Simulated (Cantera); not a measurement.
A Cantera script and what it prints.

```python
import numpy as np
import cantera as ct

gas_names = """
    H HNO HNO2 HNO3 HO2 H2 H2O H2O2 N NH NH2 NH3 NH2OH NO NO2 NO3 N2 N2H2 N2H4 N2O O OH O2 O3 V VN VO
    VO2
""".split()
cond_names = """
    H2O(s) H2O(L) V(cr) V(L) VN(s) VO(s) VO(L) V2O3(s) V2O3(L) V2O4(I) V2O4(II) V2O4(L) V2O5(s) V2O5(L)
""".split()


def load(file, names, dense=False):
    # The tables refer to 1 bar. Condensed volumes are neglected.
    table = {s.name: s for s in ct.Species.list_from_file(file)}
    out = []
    for n in names:
        d = dict(table[n].input_data)
        d["thermo"] = dict(d["thermo"], **{"reference-pressure": 1e5})
        if dense:
            d["equation-of-state"] = {"model": "constant-volume", "density": "1e6 g/cm^3"}
        out.append(ct.Species.from_dict(d))
    return out


gas = ct.Solution(thermo="ideal-gas", species=load("nasa_gas.yaml", gas_names))
cond = {s.name: ct.Solution(thermo="fixed-stoichiometry", species=[s], name=s.name)
        for s in load("nasa_condensed.yaml", cond_names, dense=True)}
atoms = {
    'V2O3': {'V': 2, 'O': 3},
    'H2': {'H': 2},
    'N2': {'N': 2},
}
top_T = {'VN(s)': 2300}  # K; cautious upper limits of use, not melting points


def equilibrate(T, P, feed):
    n = {}
    for name, mol in feed.items():
        for a, k in atoms[name].items():
            n[a] = n.get(a, 0.0) + k * mol
    gas.TPX = T, P, n
    mass = sum(n.values()) * gas.mean_molecular_weight
    gas.equilibrate("TP")
    valid = [c for c in cond.values() if c.min_temp <= T <= top_T.get(c.name, c.max_temp)]
    mix = ct.Mixture([(gas, mass / gas.mean_molecular_weight)] + [(c, 0.0) for c in valid])
    mix.T, mix.P = T, P
    mix.equilibrate("TP", solver="vcs", rtol=1e-11, max_steps=5000)
    return mix


results = []
feed = {'V2O3': 1, 'H2': 1000, 'N2': 40}  # mol
T = 1323.15  # K
P = 4100  # Pa
mix = equilibrate(T, P, feed)
results.append((T, P, feed, dict(zip(mix.species_names, mix.species_moles))))
print(gas.report(threshold=0.001))
for i in range(1, mix.n_phases):
    print(f"{mix.phase(i).name:16s} {mix.phase_moles(i):12.5e} mol")
```

Output:

```
       temperature   1323.2 K
          pressure   4100 Pa
           density   0.0011299 kg/m^3
  mean mol. weight   3.0319 kg/kmol
   phase of matter   gas

                          1 kg             1 kmol
                     ---------------   ---------------
          enthalpy        1.0052e+07        3.0477e+07  J
   internal energy        6.4236e+06        1.9475e+07  J
           entropy             67730        2.0535e+05  J/K
    Gibbs function       -7.9565e+07       -2.4123e+08  J
 heat capacity c_p             10469             31739  J/K
 heat capacity c_v            7726.1             23425  J/K

                      mass frac. Y      mole frac. X     chem. pot. / RT
                     ---------------   ---------------   ---------------
                H2           0.63866           0.96048            -21.48
               H2O         0.0066751         0.0011234           -57.779
                N2           0.35466          0.038383           -32.089
     [  +25 minor]        7.3701e-06          8.55e-06

V(cr)             0.00000e+00 mol
VN(s)             1.68242e-01 mol
VO(s)             1.83176e+00 mol
V2O3(s)           0.00000e+00 mol
V2O4(II)          0.00000e+00 mol
V2O5(L)           0.00000e+00 mol
```

Equilibrium computed with Cantera from the NASA thermochemical tables; the gas is ideal and each condensed phase is pure. Mutual solubility and eutectic melting of coexisting phases are not modelled. VN, VO: taken at fixed stoichiometry. Condensed phases not in the tables: solid solutions among these carbides, nitrides and lower oxides, V2N.
